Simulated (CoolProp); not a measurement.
Properties of R1234ze(Z) along the isobar 101 kPa.

Values from CoolProp's reference Helmholtz-energy equation of state, Akasaka 2019.

```json
[
 {"T (°C)": "103.65", "phase": "gas", "Z": "0.9835", "cp (kJ/(kg K))": "0.9793", "speed of sound (m/s)": "170.0", "isothermal compressibility (1/MPa)": "10.07", "expansivity (1/kK)": "2.817"},
 {"T (°C)": "108.15", "phase": "gas", "Z": "0.9842", "cp (kJ/(kg K))": "0.9863", "speed of sound (m/s)": "171.1", "isothermal compressibility (1/MPa)": "10.06", "expansivity (1/kK)": "2.777"},
 {"T (°C)": "112.65", "phase": "gas", "Z": "0.9848", "cp (kJ/(kg K))": "0.9932", "speed of sound (m/s)": "172.1", "isothermal compressibility (1/MPa)": "10.05", "expansivity (1/kK)": "2.738"},
 {"T (°C)": "117.15", "phase": "gas", "Z": "0.9855", "cp (kJ/(kg K))": "1.000", "speed of sound (m/s)": "173.2", "isothermal compressibility (1/MPa)": "10.05", "expansivity (1/kK)": "2.700"},
 {"T (°C)": "121.65", "phase": "gas", "Z": "0.9861", "cp (kJ/(kg K))": "1.007", "speed of sound (m/s)": "174.2", "isothermal compressibility (1/MPa)": "10.04", "expansivity (1/kK)": "2.663"},
 {"T (°C)": "126.25", "phase": "gas", "Z": "0.9866", "cp (kJ/(kg K))": "(withheld)", "speed of sound (m/s)": "175.2", "isothermal compressibility (1/MPa)": "10.04", "expansivity (1/kK)": "2.627"},
 {"T (°C)": "130.75", "phase": "gas", "Z": "0.9872", "cp (kJ/(kg K))": "1.021", "speed of sound (m/s)": "176.3", "isothermal compressibility (1/MPa)": "10.03", "expansivity (1/kK)": "2.593"},
 {"T (°C)": "135.25", "phase": "gas", "Z": "0.9877", "cp (kJ/(kg K))": "(withheld)", "speed of sound (m/s)": "177.3", "isothermal compressibility (1/MPa)": "10.03", "expansivity (1/kK)": "2.560"},
 {"T (°C)": "139.75", "phase": "gas", "Z": "0.9882", "cp (kJ/(kg K))": "1.034", "speed of sound (m/s)": "178.3", "isothermal compressibility (1/MPa)": "10.02", "expansivity (1/kK)": "2.527"},
 {"T (°C)": "144.25", "phase": "gas", "Z": "0.9886", "cp (kJ/(kg K))": "1.040", "speed of sound (m/s)": "179.2", "isothermal compressibility (1/MPa)": "10.02", "expansivity (1/kK)": "2.496"},
 {"T (°C)": "148.75", "phase": "gas", "Z": "0.9890", "cp (kJ/(kg K))": "1.047", "speed of sound (m/s)": "180.2", "isothermal compressibility (1/MPa)": "10.01", "expansivity (1/kK)": "2.466"},
 {"T (°C)": "153.35", "phase": "gas", "Z": "0.9895", "cp (kJ/(kg K))": "1.053", "speed of sound (m/s)": "181.2", "isothermal compressibility (1/MPa)": "10.01", "expansivity (1/kK)": "2.435"},
 {"T (°C)": "157.85", "phase": "gas", "Z": "0.9899", "cp (kJ/(kg K))": "1.060", "speed of sound (m/s)": "182.2", "isothermal compressibility (1/MPa)": "10.00", "expansivity (1/kK)": "2.407"},
 {"T (°C)": "162.35", "phase": "gas", "Z": "0.9902", "cp (kJ/(kg K))": "1.066", "speed of sound (m/s)": "183.2", "isothermal compressibility (1/MPa)": "9.999", "expansivity (1/kK)": "2.379"},
 {"T (°C)": "166.85", "phase": "gas", "Z": "0.9906", "cp (kJ/(kg K))": "1.072", "speed of sound (m/s)": "(withheld)", "isothermal compressibility (1/MPa)": "9.995", "expansivity (1/kK)": "2.351"}
]
```

Task: Complete the blanks.

Result: 
- 126.25, cp (kJ/(kg K)): 1.014
- 135.25, cp (kJ/(kg K)): 1.027
- 166.85, speed of sound (m/s): 184.1
